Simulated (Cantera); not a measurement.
A perfectly stirred reactor is fed with 4.17 % CH₄, 95.6 % H₂, 0.183 % N₂, at 135 Torr; it is held at 2523 K, and followed from long to short residence time.

Model: GRI-Mech 3.0 (53 species, 325 reactions), integrated in Cantera. GRI-Mech 3.0 stops at C3 and has no aromatics, soot or wall deposition, so with more carbon than oxygen in the feed, carbon stays in small species such as C2H2 where larger ones or solid carbon would form.

### Question
Predict: x(CH₄) at τ = 12.0 s; x(H₂) at τ = 12.0 s; x(C₂H₂) at τ = 12.0 s; x(C₂H₄) at τ = 12.0 s; x(CH₄) at τ = 0.150 s; x(H₂) at τ = 0.150 s; x(C₂H₂) at τ = 0.150 s; x(C₂H₄) at τ = 0.150 s.

### Answer
```
Quantity                   Value
----------------------  --------
x(CH₄) at τ = 12.0 s     3.00e-5
x(H₂) at τ = 12.0 s        0.916
x(C₂H₂) at τ = 12.0 s     0.0187
x(C₂H₄) at τ = 12.0 s    2.06e-6
x(CH₄) at τ = 0.150 s   0.000107
x(H₂) at τ = 0.150 s       0.918
x(C₂H₂) at τ = 0.150 s    0.0192
x(C₂H₄) at τ = 0.150 s   2.27e-6
```
